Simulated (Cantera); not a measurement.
Cantera run:

```python
import numpy as np
import cantera as ct

gas_names = [...]  # 116 gases of nasa_gas.yaml made of C, H, Mg, O
cond_names = """
    C(gr) C6H6(L) C7H8(L) C8H18(L),n-octa H2O(s) H2O(L) Mg(cr) Mg(L) MgCO3(s) MgO(s) MgO(L) MgO2H2(s)
""".split()


# ... load() reads the species with a 1 bar reference pressure and builds the phases ...
atoms = {
    'MgCO3': {'Mg': 1, 'C': 1, 'O': 3},
    'CO2': {'C': 1, 'O': 2},
    'H2': {'H': 2},
}
top_T = {'C(gr)': 4500}  # K; cautious upper limits of use, not melting points


# ... equilibrate(T, P, feed) seeds the gas with the atoms and calls Mixture.equilibrate('TP', solver="vcs", rtol=1e-11, max_steps=5000) ...
results = []
feed = {'MgCO3': 1, 'CO2': 9.6, 'H2': 0.98}  # mol
T = 1398.15  # K
P = 100000  # Pa
mix = equilibrate(T, P, feed)
results.append((T, P, feed, dict(zip(mix.species_names, mix.species_moles))))
x = sorted(zip(gas.X, gas.species_names), reverse=True)
print(f"T = {T:g} K  P = {P:g} Pa  gas = {mix.phase_moles(0):.4g} mol")
print("   x: " + "  ".join(f"{s} {v:.3e}" for v, s in x if v > 1e-06))
print("   condensed (mol): " + ("  ".join(f"{mix.phase(i).name} {mix.phase_moles(i):.4g}"
      for i in range(1, mix.n_phases) if mix.phase_moles(i) > 1e-12) or "none"))
```

It prints:

```
T = 1398.15 K  P = 100000 Pa  gas = 11.58 mol
   x: CO2 8.344e-01  CO 8.099e-02  H2O 8.099e-02  H2 3.635e-03
   condensed (mol): MgO(s) 1
```

Method: chemical equilibrium by Gibbs-energy minimisation in Cantera with the NASA 1993 tables (ideal gas, pure condensed phases).
